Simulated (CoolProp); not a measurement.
Sulfur hexafluoride at 401.54 K and 1.11 MPa flows at 14 m/s in a round tube of 2 mm bore and 0.25 µm roughness, fully developed (64/Re and Nu = 3.66 if laminar; Colebrook and Gnielinski if turbulent). Each further row changes one setting.

Model: reference Helmholtz-energy equation of state, Guder 2009, in CoolProp.

| case | Reynolds number | Darcy friction factor | pressure drop (Pa/m) | heat-transfer coefficient (W/(m² K)) | mass flow (kg/h) |
|---|---|---|---|---|---|
| as stated | 70500 | ? | 49600 | 1600 | 8.05 |
| velocity 28 m/s | 141000 | 0.0175 | 175000 | ? | 16.1 |
| diameter 4 mm | 141000 | 0.0172 | 21400 | 1380 | ? |

Task: Some entries are withheld; supply them.

Result: 
- as stated, Darcy friction factor: 0.0199
- velocity 28 m/s, heat-transfer coefficient (W/(m² K)): 2820
- diameter 4 mm, mass flow (kg/h): 32.2

Viscosity comes from a separate model (Quiñones-Cisneros 2012). Thermal conductivity comes from a separate model (Assael 2012).
